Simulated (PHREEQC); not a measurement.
NaCl is added in steps, without added water, to 1 kg of water holding 0.0055 mol/kgw NiSO4, 0.17 mol/kgw H3BO3 and 0.18 mol/kgw NiCl2, at 65 °C. O2 is buffered at 0.21 atm. The system is closed to CO2. Solids allowed: Ni(OH)2, Ni4(OH)6SO4, Halite, Mirabilite, Morenosite. Others were left out.

Base run: PHREEQC, ion-association model, wateq4f.dat. Each further column changes one thing. The table gives pH.

| NaCl added (mol) | base | Davies equation for every ion | all activity coefficients set to 1 |
|---|---|---|---|
| 0 | 4.76 | 4.81 | 4.75 |
| 0.054 | 4.76 | 4.81 | 4.76 |
| 0.108 | 4.76 | 4.81 | 4.78 |
| 0.162 | 4.75 | 4.81 | 4.79 |
| 0.216 | 4.75 | 4.81 | 4.80 |
| 0.27 | 4.75 | 4.81 | 4.81 |
| 0.324 | 4.75 | 4.81 | 4.81 |
| 0.378 | 4.74 | 4.81 | 4.82 |
| 0.432 | 4.74 | 4.81 | 4.83 |
| 0.486 | 4.74 | 4.81 | 4.84 |
| 0.54 | 4.74 | 4.81 | 4.84 |

The ionic strength passes 0.7 mol/kgw, the rough limit of the ion-association models, in part of: base; Davies equation for every ion. Away from 25 °C the constants follow the database's enthalpies or fits; those with neither stay at their 25 °C values.
